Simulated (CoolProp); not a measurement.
A single-stage vapour-compression cycle with R11: evaporating at 321.15 K (dew point), condensing at 351.15 K (bubble point), superheat 0 K, subcooling 8 K, compressor efficiency 0.6, no pressure losses. Each further row changes one setting.

Model: reference Helmholtz-energy equation of state, Jacobsen 1992, in CoolProp.

| case | cooling COP | pressure ratio | discharge temperature (K) | refrigerating effect (kJ/kg) | volumetric capacity (kJ/m³) |
|---|---|---|---|---|---|
| as stated | 6.06 | 2.24 | 366.5 | 152 | 1850 |
| evaporating temperature 326.15 K | (withheld) | 1.94 | 363.6 | 154 | 2160 |
| condensing temperature 346.15 K | (withheld) | 1.98 | 359.4 | 156 | 1910 |
| subcooling 13 K | 6.24 | 2.24 | 366.5 | 156 | 1910 |
| superheat 10 K | 6.07 | 2.24 | (withheld) | 158 | 1860 |
| compressor efficiency 0.5 | 5.05 | 2.24 | 373.9 | 152 | 1850 |

Complete the blanks.


- evaporating temperature 326.15 K, cooling COP: 7.49
- condensing temperature 346.15 K, cooling COP: 7.40
- superheat 10 K, discharge temperature (K): 377.5
